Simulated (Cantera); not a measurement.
## Thermodynamics of halide evaporation, hydrolysis and transport, feed SrCl2 + O2 + N2

A closed system holds: 1 mol SrCl2, 1.9 mol O2, 3.4 mol N2, held at 800 °C.

These are equilibrium values from Cantera (NASA tables, ideal gas, pure condensed phases), not measurements of a reactor. Candidate condensed phases: Sr, SrCl2, SrO; 16 gas species. Mutual solubility and eutectic melting of coexisting phases are not modelled. Condensed phases not in the tables: oxide chlorides, the peroxide. Rates play no part.

| P (Pa) | x N2 | x O2 | x SrCl2 | x Cl | x NO | x NO2 | x Cl2 | n SrCl2(s) | n SrO(s) |
|---|---|---|---|---|---|---|---|---|---|
| 0.100 | 0.622 | 0.347 | 0.0295 | 0.00118 | 7.55e-5 | 3.26e-9 | 1.20e-6 | 0.835 | 0.00322 |
| 1 | 0.639 | 0.357 | 0.00295 | 0.000211 | 7.77e-5 | 1.08e-8 | 3.84e-7 | 0.984 | 0.000562 |
| 10 | 0.641 | 0.358 | 0.000295 | 3.75e-5 | 7.79e-5 | 3.42e-8 | 1.22e-7 | 0.998 | 0.000100 |
| 100 | 0.641 | 0.358 | 2.95e-5 | 6.67e-6 | 7.79e-5 | 1.08e-7 | 3.84e-8 | 1.000 | 0 |
| 1000 | 0.641 | 0.358 | 2.95e-6 | 1.19e-6 | 7.79e-5 | 3.42e-7 | 1.22e-8 | 1.000 | 0 |
| 10000 | 0.641 | 0.358 | 2.95e-7 | 2.11e-7 | 7.79e-5 | 1.08e-6 | 3.84e-9 | 1.000 | 0 |
| 100000 | 0.641 | 0.358 | 2.95e-8 | 3.75e-8 | 7.79e-5 | 3.42e-6 | 1.22e-9 | 1.00 | 0 |
x: gas mole fraction; n: condensed amount in mol.

From 0.100 Pa to 10.0 Pa the condensed part is SrCl2(s) + SrO(s). From 1.00 mbar to 1.00 bar the condensed part is SrCl2(s). The main Sr-bearing gas is SrCl2 throughout.
